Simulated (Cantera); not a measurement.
Abatement and gas-phase synthesis: H2O + SO2 + N2 + O2

Charge: 1 mol H2O, 0.0048 mol SO2, 0.47 mol N2, 0.26 mol O2, at 315 Torr.

Cantera equilibrium calculation (NASA polynomials, part measured and part estimated; ideal gas, pure solids and liquids). Candidate condensed phases: H2O, H2SO4, S; 35 gas species. The numbers say what is thermodynamically allowed, not how fast it happens.

From 2923 K to 3523 K nothing is condensed.

```tsv
T (K)	x H2O	x H	x N2	x O	x OH	x O2	x H2	x NO
2923	0.383	0.0464	0.232	0.0460	0.0943	0.119	0.0589	0.0177
2973	0.357	0.0575	0.227	0.0543	0.101	0.116	0.0660	0.0185
3023	0.329	0.0705	0.221	0.0637	0.108	0.114	0.0729	0.0191
3073	0.300	0.0854	0.215	0.0742	0.113	0.111	0.0793	0.0197
3123	0.270	0.102	0.209	0.0857	0.118	0.107	0.0851	0.0202
3173	0.241	0.121	0.202	0.0984	0.122	0.103	0.0899	0.0207
3223	0.212	0.141	0.195	0.112	0.124	0.0989	0.0936	0.0210
3273	0.183	0.163	0.188	0.127	0.125	0.0942	0.0960	0.0212
3323	0.157	0.186	0.182	0.142	0.125	0.0891	0.0969	0.0213
3373	0.132	0.210	0.175	0.158	0.123	0.0836	0.0963	0.0212
3423	0.109	0.234	0.168	0.174	0.119	0.0779	0.0943	0.0210
3473	0.0891	0.258	0.162	0.190	0.115	0.0719	0.0909	0.0208
3523	0.0716	0.282	0.156	0.207	0.109	0.0658	0.0865	0.0204
```
x: gas mole fraction; nothing condenses.
